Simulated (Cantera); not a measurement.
A Cantera script and its output.

```python
import numpy as np
import cantera as ct

gas = ct.Solution("gri30.yaml")
gas.TPX = 573, 52000, {'CH4': 1, 'O2': 2.41, 'N2': 8.19, 'CO2': 2.8}
inlet = ct.Reservoir(gas, clone=True)
gas.equilibrate("HP")  # start burning
reactor = ct.IdealGasConstPressureReactor(gas, energy="on", clone=False)
exhaust = ct.Reservoir(gas, clone=True)
tau = [0.17, 0.081, 0.038, 0.018, 0.0081, 0.0038, 0.0018, 0.00082, 0.00038, 0.00018, 8.2e-05][0]
for a, b in ((inlet, reactor), (reactor, exhaust)):
    ct.MassFlowController(a, b, mdot=lambda t: reactor.mass / tau)
net = ct.ReactorNet([reactor])
show = ['CH4', 'O2', 'CO2', 'C2H6', 'NO', 'N2O', 'CH2CO']

rows = []
print(f"{'tau/s':>10s}{'T/K':>9s}" + "".join(f"{s:>11s}" for s in show))
for tau in [0.17, 0.081, 0.038, 0.018, 0.0081, 0.0038, 0.0018, 0.00082, 0.00038, 0.00018, 8.2e-05]:
    net.initial_time = 0.0
    net.advance(30 * tau)
    before = gas.X
    net.advance(40 * tau)
    drift = np.max(np.abs(gas.X - before) / (gas.X + 1e-9))
    rows.append([gas.T, *gas[show].X, drift])
    print(f"{tau:10.3e}{gas.T:9.1f}" + "".join(f"{x:11.3e}" for x in gas[show].X))
```

It prints:

```
     tau/s      T/K        CH4         O2        CO2       C2H6         NO        N2O      CH2CO
 1.700e-01   1888.1  7.192e-06  3.038e-02  2.583e-01  2.963e-11  5.518e-05  1.347e-07  1.024e-09
 8.100e-02   1870.9  1.197e-05  3.135e-02  2.559e-01  6.775e-11  4.031e-05  1.468e-07  2.244e-09
 3.800e-02   1846.8  2.025e-05  3.271e-02  2.527e-01  1.548e-10  2.967e-05  1.475e-07  4.698e-09
 1.800e-02   1816.1  3.455e-05  3.444e-02  2.486e-01  3.566e-10  2.239e-05  1.390e-07  9.246e-09
 8.100e-03   1775.9  6.286e-05  3.668e-02  2.435e-01  9.220e-10  1.706e-05  1.252e-07  1.851e-08
 3.800e-03   1731.5  1.150e-04  3.915e-02  2.380e-01  2.496e-09  1.331e-05  1.112e-07  3.639e-08
 1.800e-03   1682.9  2.193e-04  4.191e-02  2.324e-01  7.691e-09  1.012e-05  9.784e-08  7.710e-08
 8.200e-04   1627.1  4.709e-04  4.548e-02  2.260e-01  3.254e-08  6.985e-06  8.360e-08  2.066e-07
 3.800e-04   1562.1  1.223e-03  5.113e-02  2.183e-01  2.546e-07  3.958e-06  6.520e-08  8.724e-07
 1.800e-04    573.0  6.944e-02  1.674e-01  1.944e-01 -2.713e-17 -8.912e-20 -1.528e-21 -8.560e-19
 8.200e-05    573.0  6.944e-02  1.674e-01  1.944e-01  7.333e-22  2.409e-24  4.130e-26  2.314e-23
```

Model: GRI-Mech 3.0 (53 species, 325 reactions), integrated in Cantera.
